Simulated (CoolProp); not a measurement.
The fluid at 298.15 K and 0.451 MPa flows at 0.39 m/s in a round tube of 50 mm bore and 15 µm roughness, fully developed (64/Re and Nu = 3.66 if laminar; Colebrook and Gnielinski if turbulent). The same conditions are run with several fluids, on thermodynamics alone (safety and materials aside).

Values from CoolProp's reference Helmholtz-energy equation of state of each fluid (R125: Lemmon 2005; dry air: Lemmon 2000; oxygen: Schmidt 1985; R407C: Lemmon 2003; nitrogen: Span 2000). Blends and air are pseudo-pure fits.

| fluid | Reynolds number | Darcy friction factor | pressure drop (Pa/m) | heat-transfer coefficient (W/(m² K)) | mass flow (kg/h) |
|---|---|---|---|---|---|
| R125 | 35300 | 0.0235 | 0.840 | 24.6 | 64.8 |
| dry air | 5560 | 0.0366 | 0.294 | 9.48 | 14.5 |
| oxygen | 5520 | 0.0367 | 0.326 | 9.52 | 16.1 |
| R407C | 26900 | 0.0248 | 0.641 | 19.7 | 46.8 |
| nitrogen | 5570 | 0.0366 | 0.284 | 9.41 | 14.1 |

Transport values come from each fluid's own correlations.
